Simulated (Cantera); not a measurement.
A freely propagating, adiabatic, planar premixed flame of H₂ : O₂ : N₂ = 1 : 0.333 : 1.25 (molar parts), equivalence ratio 1.5, unburnt at 475 K and 0.210 bar; unity-Lewis-number transport, grid criteria slope 0.08 and curve 0.16, no radiation.

Cantera simulation using the H2/O2 subset of GRI-Mech 3.0, which has no nitrogen chemistry; the numbers are that mechanism's predictions, not measurements. Unity Lewis numbers drop preferential diffusion, which matters most where H2 and H carry the flame. Burning velocities carry a grid error of a few per cent, more on coarse grids.

Predict: laminar burning velocity; thermal thickness; peak x(O); peak x(H); peak x(OH).

laminar burning velocity: 306 cm/s
thermal thickness: 2.54 mm
peak x(O): 0.00676
peak x(H): 0.115
peak x(OH): 0.0102
